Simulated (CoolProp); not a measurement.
R407C along the isotherm 226.85 °C: Z from the reference equation and from simpler models built on Tc = 86.2 °C, pc = 46.32 bar, ω = 0.363; each cubic takes its own stable root.

Values from CoolProp's reference Helmholtz-energy equation of state, Lemmon 2003. It is a pseudo-pure fit of the blend.

```csv
p (bar),phase,reference,van der Waals,Redlich-Kwong,Peng-Robinson
0.732,gas,0.9984,0.9980,0.9980,0.9983
1.18,gas,0.9973,0.9967,0.9968,0.9972
1.91,gas,0.9957,0.9947,0.9948,0.9955
3.09,gas,0.9930,0.9914,0.9917,0.9927
4.99,gas,0.9888,0.9861,0.9865,0.9882
8.06,gas,0.9819,0.9775,0.9783,0.9811
13,gas,0.9708,0.9634,0.9650,0.9699
21,gas,0.9530,0.9402,0.9435,0.9522
34,gas,0.9244,0.9015,0.9090,0.9252
54.9,supercritical,0.8806,0.8372,0.8557,0.8867
88.7,supercritical,0.8194,0.7387,0.7822,0.8405
143,supercritical,0.7657,0.6959,0.7309,0.8124
232,supercritical,0.8012,0.8461,0.7973,0.8577
```
